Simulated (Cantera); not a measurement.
An isothermal, constant-pressure homogeneous reactor starts with 2.63 % H₂, 97.4 % O₂, equivalence ratio 0.013, at 1175 K and 1.43 Torr.

Cantera simulation using GRI-Mech 3.0 (53 species, 325 reactions); the numbers are that mechanism's predictions, not measurements. Radical loss at walls, strong at low pressure, is not modelled.

One state of this run: x H₂ = 0.000250; x O₂ = 0.952; x O = 0.0193; x OH = 0.00176; x H₂O = 0.0239. x: mole fraction; the columns are a selection and need not sum to one.

**Question.** Which value of t (s) does it belong to?
(A) 0.235
(B) 0.714
(C) 0.00277
(D) 0.00840

**Answer.** A, 0.235
